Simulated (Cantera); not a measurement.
An isothermal, constant-pressure homogeneous reactor starts with NH3 : N2 = 1 : 6.1 (molar parts), at 1675 K and 0.0296 atm.

Computed with Cantera and the gas-phase N/H chemistry of the illustrative SiF4/NH3 mechanism in the Surface Chemkin manual (1991). Walls and surfaces, which speed up NH3 decomposition in real reactors, are not modelled.

Question: Predict: x(NH3) at 10.0 s; x(H2) at 10.0 s; x(N) at 10.0 s; x(NH2) at 10.0 s; x(H) at 10.0 s; x(N2H4) at 10.0 s.

Answer: 
| Property | Value |
|---|---|
| x(NH3) at 10.0 s | 0.0837 (gas-phase equilibrium 8.23e-8) |
| x(H2) at 10.0 s | 0.0751 (gas-phase equilibrium 0.185) |
| x(N) at 10.0 s | 1.25e-7 (gas-phase equilibrium 1.74e-11) |
| x(NH2) at 10.0 s | 7.05e-5 (gas-phase equilibrium 3.23e-10) |
| x(H) at 10.0 s | 2.55e-5 (gas-phase equilibrium 0.000290) |
| x(N2H4) at 10.0 s | 1.66e-9 (gas-phase equilibrium <1e-12) |
